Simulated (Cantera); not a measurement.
Input (Python, Cantera):

```python
import numpy as np
import cantera as ct

gas = ct.Solution("gri30.yaml")
gas.TPX = 1950, 2666, {'CH4': 1, 'H2': 15}
reactor = ct.IdealGasConstPressureReactor(gas, energy="off", clone=False)
net = ct.ReactorNet([reactor])
net.rtol, net.atol = 1e-08, 1e-18
show = ['CH4', 'H2', 'CH3', 'C2H4', 'C2H2']
times = np.geomspace(2e-06, 3, 11)

steps = ct.SolutionArray(gas, extra=["t"])
rows = []
print(f"{'t/s':>10s}{'T/K':>9s}{'P/Pa':>11s}" + "".join(f"{s:>11s}" for s in show))
for t in times:
    while net.time < t:
        t_next = net.step()
        steps.append(gas.state, t=t_next)
    rows.append([np.interp(t, steps.t, y) for y in (steps.T, steps.P, *steps(*show).X.T)])
    print(f"{t:10.3e}{rows[-1][0]:9.1f}{rows[-1][1]:11.4g}" + "".join(f"{x:11.3e}" for x in rows[-1][2:]))
rate = np.gradient(steps.T, steps.t)
print("integrator steps:", len(steps.t))
if steps.T.max() > steps.T[0] + 200:
    print(f"time of steepest temperature rise: {steps.t[rate.argmax()]:.4e} s")
gas.TPX = 1950, 2666, {'CH4': 1, 'H2': 15}
gas.equilibrate("TP")
print(f"equilibrium (TP): T = {gas.T:.1f} K  " + "  ".join(f"{s} {gas[s].X[0]:.3e}" for s in show))
```

Output:

```
       t/s      T/K       P/Pa        CH4         H2        CH3       C2H4       C2H2
 2.000e-06   1950.0       2666  6.250e-02  9.375e-01  1.826e-06  4.897e-14  1.149e-17
 8.292e-06   1950.0       2666  6.249e-02  9.375e-01  7.878e-06  5.874e-12  4.626e-15
 3.438e-05   1950.0       2666  6.246e-02  9.375e-01  3.427e-05  1.014e-09  3.456e-12
 1.425e-04   1950.0       2666  6.235e-02  9.374e-01  1.443e-04  1.064e-07  1.821e-09
 5.908e-04   1950.0       2666  6.185e-02  9.371e-01  5.953e-04  7.577e-06  8.130e-07
 2.449e-03   1950.0       2666  5.893e-02  9.364e-01  2.292e-03  2.358e-04  2.969e-04
 1.016e-02   1950.0       2666  3.876e-02  9.445e-01  3.180e-03  3.111e-04  9.243e-03
 4.210e-02   1950.0       2666  1.173e-02  9.589e-01  1.188e-03  4.341e-05  2.319e-02
 1.745e-01   1950.0       2666  1.955e-03  9.633e-01  2.510e-04  8.169e-06  2.827e-02
 7.236e-01   1950.0       2666  3.375e-04  9.636e-01  4.777e-05  6.740e-06  2.912e-02
 3.000e+00   1950.0       2666  1.043e-04  9.637e-01  1.490e-05  6.704e-06  2.924e-02
integrator steps: 1007
equilibrium (TP): T = 1950.0 K  CH4 8.928e-05  H2 9.637e-01  CH3 1.275e-05  C2H4 6.704e-06  C2H2 2.925e-02
```

Computed with Cantera and GRI-Mech 3.0 (53 species, 325 reactions). GRI-Mech 3.0 stops at C3 and has no aromatics, soot or wall deposition, so with more carbon than oxygen in the feed, carbon stays in small species such as C2H2 where larger ones or solid carbon would form. Radical loss at walls, strong at low pressure, is not modelled.
